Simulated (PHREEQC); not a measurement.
Alkaline etch or developer: speciation

Dissolve 0.0021 mol/kgw KOH, 0.0093 mol/kgw H3BO3, 0.023 mol/kgw Na2CO3 and 0.00027 mol/kgw ZnSO4 at 28 °C and 500 atm. Closed to the air; pH follows from the charge balance.

The numbers come from PHREEQC with the ion-association model, phreeqc.dat.

Precipitation was switched off in this run.

Predict the pH.

pH 10.04.

In which forms is Na present?

Na+ 90 %, NaCO3- 9.4 % of the Na.

Under pressure, the constants of complexes without a molar volume in the database are unreliable. The database's zinc carbonate complexes are estimates, stronger than later reviews accept.
